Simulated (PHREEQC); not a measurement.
PHREEQC input (ion-association model, phreeqc.dat):

```
SOLUTION 0
  temp 25
  units mmol/kgw
  pH 7 charge
  Cl 51.81
  Cd 4.9
  Mg 21
  O(0) 1 O2(g) -0.68
SOLUTION 1-40
  temp 25
  units mmol/kgw
  pH 7 charge
  Cl 22.45
  Pb 0.22
  Ca 11
  O(0) 1 O2(g) -0.68
END
EXCHANGE 1-40
  X 0.11
  -equilibrate 1
END
SELECTED_OUTPUT 1
  -reset false
  -pH true
  -pe true
  -ionic_strength true
  -water true
  -step true
  -totals Ca Cd Cl Mg Pb
  -molalities CdX2 MgX2 CaX2 PbX2
  -saturation_indices Cd(OH)2 Pb(OH)2
PRINT
  -reset false
TRANSPORT
  -cells 40
  -shifts 279
  -lengths 0.005
  -time_step 3600
  -dispersivities 0.016
  -boundary_conditions flux flux
  -correct_disp true
  -punch_cells 40
  -punch_frequency 9
END
```

Selected output (columns that matter, 12 of 32 rows; pore volumes added in front):

```
pore volumes	pH	mu	Ca	Cd	Cl	Mg	Pb	m_CdX2	m_MgX2	m_CaX2	m_PbX2	si_Cd(OH)2	si_Pb(OH)2
0	5.0519	0.033529	0.011	0	0.02245	0	0.00022	0	0	0.053694	0.0013063	-1000	-2.1643
0.6875	5.0549	0.042977	0.01409	5.5839e-06	0.028804	8.9057e-07	0.0003001	8.8763e-06	2.1408e-06	0.053682	0.0013066	-9.4975	-2.0795
1.3625	5.0597	0.068351	0.020466	0.0013107	0.047106	0.0012688	0.00050199	0.0010739	0.0019835	0.050705	0.0012372	-7.2756	-1.9642
1.8125	5.0612	0.071857	0.018269	0.0025543	0.050633	0.0040344	0.00045372	0.0020419	0.0063416	0.045513	0.0011038	-7.0024	-2.0196
2.4875	5.0634	0.072009	0.013419	0.0036155	0.051682	0.0084719	0.0003301	0.0031394	0.014525	0.036462	0.00087366	-6.8491	-2.1546
3.1625	5.0653	0.071536	0.0094916	0.0041328	0.051797	0.012039	0.00023049	0.0039058	0.022418	0.028013	0.0006634	-6.7854	-2.3054
3.8375	5.0668	0.07122	0.0066432	0.0044145	0.051809	0.014682	0.0001594	0.0044554	0.029151	0.020904	0.00048965	-6.7526	-2.4616
4.5125	5.0679	0.07103	0.0046141	0.0045826	0.05181	0.016594	0.0001095	0.0048564	0.03456	0.015231	0.00035305	-6.7334	-2.6219
5.1875	5.0687	0.070912	0.0031785	0.0046891	0.05181	0.017958	7.4648e-05	0.0051498	0.038735	0.010866	0.00024936	-6.7213	-2.7863
5.6375	5.0691	0.070857	0.0024669	0.0047388	0.05181	0.018637	5.755e-05	0.0052993	0.04092	0.0085848	0.00019573	-6.7158	-2.8983
6.3125	5.0695	0.070799	0.0016739	0.0047923	0.05181	0.019395	3.8669e-05	0.0054698	0.043452	0.0059437	0.00013422	-6.7098	-3.0699
6.9875	5.0698	0.07076	0.0011256	0.0048282	0.05181	0.01992	2.5755e-05	0.0055905	0.045265	0.0040536	9.068e-05	-6.7058	-3.2457
```
